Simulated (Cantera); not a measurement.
Charge: 1 mol Pb, 0.14 mol CO, 3 mol H2, at 748.15 K.

Cantera equilibrium calculation (NASA polynomials, part measured and part estimated; ideal gas, pure solids and liquids). Candidate condensed phases: C, C6H6, C7H8, C8H18, H2O, Pb, PbO, PbO2, Pb3O4; 113 gas species. Kinetics and transport are ignored.

x: gas mole fraction; n: condensed amount in mol.

| P (Pa) | x H2 | x H2O | x CH4 | x CO | x CO2 | x Pb | x C2H6 | n C(graphite) | n Pb(l) |
|---|---|---|---|---|---|---|---|---|---|
| 10 | 0.955 | 0.000403 | 0.000301 | 0.0440 | ___ | 8.80e-5 | <1e-12 | 0.000681 | 1.000 |
| 52 | 0.954 | 0.00199 | 0.00156 | 0.0417 | ___ | 1.69e-5 | 2.44e-11 | 0.00300 | 1.000 |
| 270 | 0.948 | 0.00824 | 0.00803 | 0.0335 | ___ | 3.26e-6 | 6.46e-10 | 0.00624 | 1.000 |
| 1400 | 0.927 | 0.0263 | 0.0290 | 0.0154 | ___ | 6.29e-7 | 8.65e-9 | 0 | 1.000 |
| 7200 | 0.905 | 0.0459 | 0.0464 | 0.00175 | ___ | 1.22e-7 | 2.27e-8 | 0 | 1.00 |
| 37000 | 0.902 | 0.0488 | 0.0488 | 7.48e-5 | ___ | 2.38e-8 | 2.52e-8 | 0 | 1.00 |
| 190000 | 0.902 | 0.0489 | 0.0489 | 2.85e-6 | ___ | 4.63e-9 | 2.53e-8 | 0 | 1.00 |
| 1000000 | 0.902 | 0.0490 | 0.0490 | 1.03e-7 | ___ | 8.80e-10 | 2.53e-8 | 0 | 1.00 |

Some entries are withheld; supply them.


- 10, x CO2: 0.000115
- 52, x CO2: 0.000539
- 270, x CO2: 0.00181
- 1400, x CO2: 0.00272
- 7200, x CO2: 0.000550
- 37000, x CO2: 2.51e-5
- 190000, x CO2: 9.61e-7
- 1000000, x CO2: 3.47e-8
